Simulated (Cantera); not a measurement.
Feed: 1 mol C2H5OH, 0.28 mol CO2, 8.8 mol H2, held at 1573.15 K and 19500 Torr.

These are equilibrium values from Cantera (NASA tables, ideal gas, pure condensed phases), not measurements of a reactor. Candidate condensed phases: C, C6H6, C7H8, C8H18, H2O; 110 gas species. Rates play no part.

Base state: H2 0.845, CO 0.118, CH4 0.0340, H2O 0.00270, CO2 0.000130, C2H4 5.44e-5, C2H2 (acetylene) 1.75e-5 (mole fractions); condensed: C(graphite).

### Question
What changes in the equilibrium state with this change: CO2 from 0.28 to 0.02 mol?

### Answer
| species | before | after |
|---|---|---|
| H2 | 0.845 | 0.879 |
| CO | 0.118 | 0.0821 |
| CH4 | 0.0340 | 0.0368 |
| CO2 | 0.000130 | 6.29e-5 |
| H2O | 0.00270 | 0.00195 |
| C2H4 | 5.44e-5 | 5.89e-5 |
| C2H2 (acetylene) | 1.75e-5 | 1.82e-5 |
| C(graphite), mol | 0.316 | 0.548 |
